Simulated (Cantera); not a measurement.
A Cantera script and what it prints.

```python
import numpy as np
import cantera as ct

gas_names = """
    CL CL2 H HCL H2 N NH NH2 NH3 N2 N2H2 N2H4 Si SiCL SiCL2 SiCL3 SiCL4 SiH SiHCL3 SiH2 SiH2CL2 SiH3
    SiH3CL SiH4 SiN Si2 Si2N Si3
""".split()
cond_names = """
    NH4CL(a) NH4CL(b) Si(cr) Si(L) Si3N4(a)
""".split()


# ... load() reads the species with a 1 bar reference pressure and builds the phases ...
atoms = {
    'SiHCl3': {'Si': 1, 'H': 1, 'CL': 3},
    'HCl': {'H': 1, 'CL': 1},
    'N2': {'N': 2},
}
top_T = {'Si3N4(a)': 2400}  # K; cautious upper limits of use, not melting points


# ... equilibrate(T, P, feed) seeds the gas with the atoms and calls Mixture.equilibrate('TP', solver="vcs", rtol=1e-11, max_steps=5000) ...
results = []
feed = {'SiHCl3': 1, 'HCl': 0.13, 'N2': 41}  # mol
P = 120  # Pa
for T in [898, 1048, 1198, 1348, 1498, 1648, 1798]:
    mix = equilibrate(T, P, feed)
    results.append((T, P, feed, dict(zip(mix.species_names, mix.species_moles))))

top = {s: max(r[3][s] / sum(r[3][g] for g in gas_names) for r in results) for s in gas_names}
cols = sorted((s for s in top if top[s] > 1e-06), key=lambda s: -top[s])[:6]
seen = [c for c in cond_names if any(r[3].get(c, 0) > 1e-12 for r in results)]
print("log10 of partial pressures in bar; condensed amounts in mol")
print(f"{'T/K':>10s}" + "".join(f"{s[:9]:>10s}" for s in cols + seen))
for T, P, feed, n in results:
    ng = sum(n[g] for g in gas_names)
    print(f"{T:10.4g}" + "".join(f"{np.log10(max(n[s] / ng * P / 1e5, 1e-99)):10.3f}" for s in cols)
          + "".join(f"{n.get(c, 0):10.4g}" for c in seen))
```

It prints:

```
log10 of partial pressures in bar; condensed amounts in mol
       T/K        N2       HCL     SiCL2     SiCL4        CL     SiCL3  Si3N4(a)
       898    -2.938    -4.535    -9.811    -4.827   -11.587    -8.161    0.1581
      1048    -2.938    -4.525    -7.464    -4.836    -9.700    -6.782    0.1594
      1198    -2.938    -4.522    -5.746    -4.902    -8.297    -5.797    0.1457
      1348    -2.941    -4.545    -4.720    -5.556    -7.355    -5.489   0.03425
      1498    -2.942    -4.540    -4.587    -6.479    -6.458    -5.785         0
      1648    -2.943    -4.540    -4.568    -7.359    -5.744    -6.136         0
      1798    -2.944    -4.576    -4.564    -8.427    -5.312    -6.600         0
```

These are equilibrium values from Cantera (NASA tables, ideal gas, pure condensed phases), not measurements of a reactor. N2 is the only nitrogen source here; it is nearly inert below about 1500 K, so the nitride shown seldom forms there in practice. The tables' values for SiCl3, SiCl are old estimates; treat these amounts as uncertain.
